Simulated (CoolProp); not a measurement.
Values from CoolProp's reference Helmholtz-energy equation of state, Lemmon 2006. It is a short technical equation, of lower accuracy than the large ones.

Task: For carbonyl sulfide, give the phase and the cv (kJ/(kg K)), speed of sound (m/s), Joule-Thomson coefficient (K/MPa), fugacity coefficient at 344.4 K and 3.79 bar.

Result: 
- 344.4 K and 3.79 bar: gas; cv 0.596, speed of sound 238, Joule-Thomson coefficient 14.3, fugacity coefficient 0.973
